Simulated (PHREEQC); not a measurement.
A solution holds 1.2 mmol/kgw HBr, at 20 °C. Closed to the air; pH follows from the charge balance.

Equilibrium calculation in PHREEQC: ion-association model, phreeqc.dat.

This is a speciation only: nothing precipitates in the calculation.

### Question
Estimate the pH, specific conductance.

### Answer
pH 2.94; specific conductance 441 µS/cm.
